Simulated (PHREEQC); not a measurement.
0.5 g of hydrous ferric oxide (600 m²/g; 0.2 weak and 0.005 strong sites per Fe, Dzombak-Morel constants, diffuse double layer) in 1 kg of water with 0.05 mol/kgw of an inert sodium salt, at 25 °C; the pH is set by adding NaOH or the inert anion's acid. O2 is buffered at 0.21 atm. CO2 from the air is kept out. Nothing may precipitate in this run.

Base run: PHREEQC, ion-association model, wateq4f.dat. Each further column changes one thing. The table gives surface charge σ (C/m²).

```tsv
pH	base	background salt from 0.05 to 0.005 mol/kgw	oxide from 0.5 to 2.5 g/kgw	0.00016 mol/kgw H3BO3 added
3	0.357	[?]	0.358	0.357
4.33	0.258	0.149	0.260	0.258
5	0.181	0.091	0.182	0.181
5.67	0.115	[?]	0.115	0.115
7	0.034	0.013	0.034	0.034
8.33	-0.006	[?]	-0.006	-0.006
9	-0.026	-0.009	-0.026	-0.026
9.67	-0.055	-0.021	-0.055	-0.055
11	-0.158	-0.081	-0.159	-0.159
```

Q: Fill in the missing entries.

A: 
- 3, background salt from 0.05 to 0.005 mol/kgw: 0.305
- 5.67, background salt from 0.05 to 0.005 mol/kgw: 0.051
- 8.33, background salt from 0.05 to 0.005 mol/kgw: -0.002

The oxide is taken as insoluble; below pH 4 it would dissolve.
